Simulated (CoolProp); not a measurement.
Saturation properties of R113 (Tc = 214.1 °C, pc = 3.392 MPa, ω = 0.253).

Model: reference Helmholtz-energy equation of state, Marx 1992, in CoolProp.

```tsv
T (°C)	p (MPa)	vapour density (kg/m³)
102.35	0.4613	31.51
106.15	0.5032	34.34
109.95	0.5480	37.37
113.85	0.5970	40.71
117.65	0.6478	44.19
121.45	0.7017	47.93
125.25	0.7589	51.93
129.05	0.8195	56.21
132.95	0.8853	60.92
136.75	0.9532	65.85
140.55	1.025	71.14
```

It boils at 47.6 °C under 1 atm.
